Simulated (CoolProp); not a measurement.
The fluid at 298.15 K and 2.22 MPa flows at 2.8 m/s in a round tube of 12.7 mm bore and 1.5 µm roughness, fully developed (64/Re and Nu = 3.66 if laminar; Colebrook and Gnielinski if turbulent). The same conditions are run with several fluids, on thermodynamics alone (safety and materials aside).

Computed with CoolProp (reference Helmholtz-energy equation of state of each fluid (ammonia: Gao 2020; R407C: Lemmon 2003; R152A: Outcalt 1996; R507A: Lemmon 2003; n-butane: Bücker 2006)). Blends and air are pseudo-pure fits.

Question: Rank ammonia, R407C, R152A, R507A, n-butane by Reynolds number, highest first.

Answer: R507A (284000), R407C (263000), R152A (194000), ammonia (162000), n-butane (126000)

```
fluid     Darcy friction factor  pressure drop (Pa/m)  heat-transfer coefficient (W/(m² K))  mass flow (kg/h)
--------  ---------------------  --------------------  ------------------------------------  ----------------
ammonia                  0.0171                  3190                                 15400               771
R407C                    0.0159                  5610                                  6210              1460
R152A                    0.0166                  4640                                  5850              1160
R507A                    0.0157                  5130                                  5450              1350
n-butane                 0.0179                  3180                                  4710               736
```

Transport values come from each fluid's own correlations; those of R152A are estimates that may be off by 10 % or more.
